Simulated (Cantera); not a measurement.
What does this Cantera script print?

```python
import numpy as np
import cantera as ct

gas_names = [...]  # 77 gases of nasa_gas.yaml made of C, H, Ti
cond_names = """
    C(gr) C6H6(L) C7H8(L) C8H18(L),n-octa Ti(a) Ti(b) Ti(L) TiC(s) TiC(L)
""".split()


# ... load() reads the species with a 1 bar reference pressure and builds the phases ...
atoms = {
    'TiC': {'Ti': 1, 'C': 1},
    'H2': {'H': 2},
}
top_T = {'C(gr)': 4500}  # K; cautious upper limits of use, not melting points


# ... equilibrate(T, P, feed) seeds the gas with the atoms and calls Mixture.equilibrate('TP', solver="vcs", rtol=1e-11, max_steps=5000) ...
results = []
feed = {'TiC': 1, 'H2': 0.93}  # mol
T = 2848  # K
P = 6400  # Pa
mix = equilibrate(T, P, feed)
results.append((T, P, feed, dict(zip(mix.species_names, mix.species_moles))))
print(gas.report(threshold=1e-05))
for i in range(1, mix.n_phases):
    print(f"{mix.phase(i).name:16s} {mix.phase_moles(i):12.5e} mol")
```

Output:

```
       temperature   2848 K
          pressure   6400 Pa
           density   0.00052477 kg/m^3
  mean mol. weight   1.9416 kg/kmol
   phase of matter   gas

                          1 kg             1 kmol
                     ---------------   ---------------
          enthalpy        7.4619e+07        1.4488e+08  J
   internal energy        6.2423e+07         1.212e+08  J
           entropy        1.1197e+05        2.1741e+05  J/K
    Gibbs function       -2.4428e+08        -4.743e+08  J
 heat capacity c_p             16346             31738  J/K
 heat capacity c_v             12064             23424  J/K

                      mass frac. Y      mole frac. X     chem. pot. / RT
                     ---------------   ---------------   ---------------
                 C        0.00028612        4.6252e-05           -4.8887
               C2H         0.0015549        0.00012062           -21.677
    C2H2,acetylene          0.025573         0.0019069           -33.577
                C3        0.00031535        1.6993e-05           -14.666
                 H           0.16336           0.31466             -11.9
                H2           0.70503           0.67902             -23.8
                Ti           0.10355         0.0042004           -13.592
     [  +70 minor]        0.00032329        3.0641e-05

C(gr)             0.00000e+00 mol
Ti(L)             0.00000e+00 mol
TiC(s)            9.95340e-01 mol
```

Method: chemical equilibrium by Gibbs-energy minimisation in Cantera with the NASA 1993 tables (ideal gas, pure condensed phases). TiC: taken at fixed stoichiometry.
